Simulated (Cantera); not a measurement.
Mixture: CH₄ : H₂ : O₂ : N₂ = 1 : 0.39 : 2.19 : 8.25 (molar parts), equivalence ratio 1.0, at 443 Torr, adiabatic and at constant volume. Ignition delay is the time to a rise of 400 K.

Cantera simulation using GRI-Mech 3.0 (53 species, 325 reactions); the numbers are that mechanism's predictions, not measurements.

Question: What does this change do: N2 8.25 to 21 parts?

Answer: 
| quantity | before | after |
|---|---|---|
| delay at 1125 K | 9.99 ms | 26.1 ms |
| delay at 1275 K | 2.38 ms | 5.97 ms |
| delay at 1425 K | 0.726 ms | 1.67 ms |
| delay at 1575 K | 0.284 ms | 0.606 ms |
| delay at 1725 K | 0.131 ms | 0.263 ms |
| apparent activation energy between 1650 and 1800 K | 120 kJ/mol | 130 kJ/mol |
